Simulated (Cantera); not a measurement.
Cantera run, input and output.

```python
import numpy as np
import cantera as ct

gas = ct.Solution("gri30.yaml")
gas.TPX = 1825, 2666, {'CH4': 1, 'N2': 2.6, 'H2O': 0.014}
reactor = ct.IdealGasConstPressureReactor(gas, energy="off", clone=False)
net = ct.ReactorNet([reactor])
net.rtol, net.atol = 1e-08, 1e-18
show = ['CH4', 'C2H2', 'C2H4', 'CH2', 'HCN']
times = np.geomspace(3e-06, 100, 10)

steps = ct.SolutionArray(gas, extra=["t"])
rows = []
print(f"{'t/s':>10s}{'T/K':>9s}{'P/Pa':>11s}" + "".join(f"{s:>11s}" for s in show))
for t in times:
    while net.time < t:
        t_next = net.step()
        steps.append(gas.state, t=t_next)
    rows.append([np.interp(t, steps.t, y) for y in (steps.T, steps.P, *steps(*show).X.T)])
    print(f"{t:10.3e}{rows[-1][0]:9.1f}{rows[-1][1]:11.4g}" + "".join(f"{x:11.3e}" for x in rows[-1][2:]))
rate = np.gradient(steps.T, steps.t)
print("integrator steps:", len(steps.t))
if steps.T.max() > steps.T[0] + 200:
    print(f"time of steepest temperature rise: {steps.t[rate.argmax()]:.4e} s")
gas.TPX = 1825, 2666, {'CH4': 1, 'N2': 2.6, 'H2O': 0.014}
gas.equilibrate("TP")
print(f"equilibrium (TP): T = {gas.T:.1f} K  " + "  ".join(f"{s} {gas[s].X[0]:.3e}" for s in show))
```

Result:

```
       t/s      T/K       P/Pa        CH4       C2H2       C2H4        CH2        HCN
 3.000e-06   1825.0       2666  2.767e-01  1.044e-17  1.349e-13  1.224e-12  3.561e-17
 2.056e-05   1825.0       2666  2.767e-01  6.584e-14  1.588e-10  1.854e-10  2.883e-15
 1.409e-04   1825.0       2666  2.765e-01  5.630e-10  1.699e-07  8.174e-09  1.783e-13
 9.655e-04   1825.0       2666  2.750e-01  1.874e-06  6.931e-05  3.221e-07  2.149e-11
 6.616e-03   1825.0       2666  2.294e-01  5.442e-03  1.119e-02  6.847e-06  2.763e-08
 4.534e-02   1825.0       2666  4.458e-02  8.909e-02  8.644e-04  4.276e-06  2.122e-06
 3.107e-01   1825.0       2666  3.467e-03  1.063e-01  2.681e-05  1.191e-06  1.148e-05
 2.129e+00   1825.0       2666  4.679e-04  1.063e-01  1.835e-05  2.381e-07  3.652e-05
 1.459e+01   1825.0       2666  7.694e-05  1.064e-01  1.818e-05  3.999e-08  6.460e-05
 1.000e+02   1825.0       2666  7.495e-05  1.063e-01  1.818e-05  3.897e-08  1.712e-04
integrator steps: 1825
equilibrium (TP): T = 1825.0 K  CH4 5.601e-05  C2H2 5.440e-02  C2H4 9.302e-06  CH2 2.912e-08  HCN 1.040e-01
```

Detailed kinetics in Cantera: GRI-Mech 3.0 (53 species, 325 reactions). GRI-Mech 3.0 stops at C3 and has no aromatics, soot or wall deposition, so with more carbon than oxygen in the feed, carbon stays in small species such as C2H2 where larger ones or solid carbon would form. Radical loss at walls, strong at low pressure, is not modelled.
